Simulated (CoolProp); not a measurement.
Methane at 117.98 K and 0.0651 MPa flows at 1.6 m/s in a round tube of 20 mm bore and 45 µm roughness, fully developed (64/Re and Nu = 3.66 if laminar; Colebrook and Gnielinski if turbulent). Each further row changes one setting.

Model: reference Helmholtz-energy equation of state, Setzmann 1991, in CoolProp.

| case | Reynolds number | Darcy friction factor | pressure drop (Pa/m) | heat-transfer coefficient (W/(m² K)) | mass flow (kg/h) |
|---|---|---|---|---|---|
| as stated | 7610 | ? | 2.51 | 16.4 | ? |
| velocity 3.2 m/s | 15200 | ? | ? | ? | 3.93 |
| diameter 40 mm | 15200 | 0.0297 | ? | ? | 7.86 |

Question: Some entries are withheld; supply them.

Answer: 
- as stated, Darcy friction factor: 0.0361
- as stated, mass flow (kg/h): 1.96
- velocity 3.2 m/s, Darcy friction factor: 0.0316
- velocity 3.2 m/s, pressure drop (Pa/m): 8.78
- velocity 3.2 m/s, heat-transfer coefficient (W/(m² K)): 30.7
- diameter 40 mm, pressure drop (Pa/m): 1.03
- diameter 40 mm, heat-transfer coefficient (W/(m² K)): 14.4

Viscosity comes from a separate model (Quiñones-Cisneros 2006). Thermal conductivity comes from a separate model (Friend 1989).
